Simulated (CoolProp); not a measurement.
The fluid at 298.15 K and 0.184 MPa is compressed adiabatically to 0.568 MPa with isentropic efficiency 0.8. The same conditions are run with several fluids, on thermodynamics alone (safety and materials aside).

The numbers come from the reference Helmholtz-energy equation of state of each fluid (propylene: Lemmon 2013; oxygen: Schmidt 1985; ethylene: Smukala 2000; R407C: Lemmon 2003) in CoolProp. Blends and air are pseudo-pure fits.

| fluid | work (kJ/kg) | final temperature (K) | final density (kg/m³) |
|---|---|---|---|
| propylene | 86.0 | 354.2 | 8.53 |
| oxygen | 128 | 435.9 | 5.01 |
| ethylene | 137 | 381.5 | 5.10 |
| R407C | 41.6 | 350.0 | 17.7 |

Above 300 K oxygen's equation is extrapolated.
